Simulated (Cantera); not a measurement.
An isothermal, constant-pressure homogeneous reactor starts with 9.22 % H2, 70.9 % O2, 19.9 % N2, at 1150 K and 29.3 Torr.

Cantera simulation using GRI-Mech 3.0 (53 species, 325 reactions); the numbers are that mechanism's predictions, not measurements. Radical loss at walls, strong at low pressure, is not modelled. The temperature is held fixed by assumption; the heat of reaction is taken as removed at once.

One state of this run: x H2 = 0.000220; x O2 = 0.693; x NO = 4.59e-7; x HO2 = 7.67e-6; x OH = 0.00116; x O = 0.00244; x H2O2 = 4.11e-7. x: mole fraction; the columns are a selection and need not sum to one.

**Question.** Which value of t (s) does it belong to?
(A) 0.0725
(B) 0.476
(C) 0.0110
(D) 0.00168

**Answer.** C, 0.0110
